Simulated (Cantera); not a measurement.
# Stirred combustor or abatement burner

A perfectly stirred reactor is fed with 5.27 % CH4, 19.9 % O2, 74.9 % N2, equivalence ratio 0.53, at 668 Torr; it is adiabatic with a 525 K inlet, and is followed from long to short residence time, starting on the burning branch (τ in s: 0.25, 0.093, 0.035, 0.013, 0.0049, 0.0018, 0.00069, 0.00026, 9.6e-05, 3.6e-05, 1.4e-05).

Model: GRI-Mech 3.0 (53 species, 325 reactions), integrated in Cantera.

```
τ (s)    T (K)     x CH4    x O2     x NO      x H2   x CO2
-------  -----  --------  ------  -------  --------  ------
0.25      1713   7.24e-6  0.0932  9.99e-6   4.68e-5  0.0525
0.093     1710   1.37e-5  0.0932  8.68e-6   8.69e-5  0.0523
0.035     1704   2.54e-5  0.0932  7.45e-6  0.000162  0.0520
0.013     1694   4.77e-5  0.0933  6.04e-6  0.000304  0.0514
0.0049    1677   9.01e-5  0.0937  4.86e-6  0.000553  0.0501
0.0018    1646  0.000182  0.0947  4.01e-6  0.000981  0.0477
0.00069   1596  0.000404  0.0970  3.11e-6   0.00162  0.0432
0.00026   1486   0.00152   0.105  1.16e-6   0.00290  0.0316
9.6e-5     525    0.0527   0.199   <1e-12    <1e-12  <1e-12
3.6e-5     525    0.0527   0.199   <1e-12    <1e-12  <1e-12
1.4e-5     525    0.0527   0.199   <1e-12    <1e-12  <1e-12
```
x: mole fraction; the columns are a selection and need not sum to one.
